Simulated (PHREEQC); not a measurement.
Make-up at 20 °C: 14 mmol/kgw HF, 0.62 mmol/kgw NH4HF2 and 0.046 mmol/kgw (NH4)2SiF6. Closed to the air; pH follows from the charge balance.

The numbers come from PHREEQC with the ion-association model, wateq4f.dat.

Each row changes one thing in this solution. No solid was allowed to form.

```json
[
 {"case": "as made", "pH": "2.58", "ionic strength (mol/kgw)": "0.00353", "HF (mol/kgw)": "0.0110", "F- (mol/kgw)": "0.00326", "H2F2 (mol/kgw)": "0.000375", "HF2- (mol/kgw)": "0.000132"},
 {"case": "(NH4)2SiF6 from 4.6e-05 to 6.9e-05 mol/kgw", "pH": "2.58", "ionic strength (mol/kgw)": "0.00360", "HF (mol/kgw)": "0.0110", "F- (mol/kgw)": "0.00326", "H2F2 (mol/kgw)": "0.000375", "HF2- (mol/kgw)": "0.000132"},
 {"case": "HF left out", "pH": "3.48", "ionic strength (mol/kgw)": "0.00105", "HF (mol/kgw)": "0.000455", "F- (mol/kgw)": "0.00105", "H2F2 (mol/kgw)": "6.45e-7", "HF2- (mol/kgw)": "1.75e-6"},
 {"case": "(NH4)2SiF6 left out", "pH": "2.58", "ionic strength (mol/kgw)": "0.00339", "HF (mol/kgw)": "0.0110", "F- (mol/kgw)": "0.00326", "H2F2 (mol/kgw)": "0.000375", "HF2- (mol/kgw)": "0.000132"},
 {"case": "NH4HF2 replaced by LiF at the same molality", "pH": "2.59", "ionic strength (mol/kgw)": "0.00346", "HF (mol/kgw)": "0.0105", "F- (mol/kgw)": "0.00320", "H2F2 (mol/kgw)": "0.000343", "HF2- (mol/kgw)": "0.000124"},
 {"case": "NH4HF2 from 0.00062 to 0.00093 mol/kgw", "pH": "2.60", "ionic strength (mol/kgw)": "0.00376", "HF (mol/kgw)": "0.0113", "F- (mol/kgw)": "0.00348", "H2F2 (mol/kgw)": "0.000398", "HF2- (mol/kgw)": "0.000145"}
]
```

SiF6-2 is the database's only silicon fluoride.
